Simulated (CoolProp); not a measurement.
Computed with CoolProp (reference Helmholtz-energy equation of state, Setzmann 1991).

Problem. Give the vapour pressure (MPa), liquid density (kg/m³), enthalpy of vaporisation (kJ/kg), liquid cp (kJ/(kg K)) of saturated methane at 144.2 K.

Solution. 
```csv
T (K),p (MPa),liquid density (kg/m³),enthalpy of vaporisation (kJ/kg),liquid cp (kJ/(kg K))
144.2,0.792,369,432,3.90
```
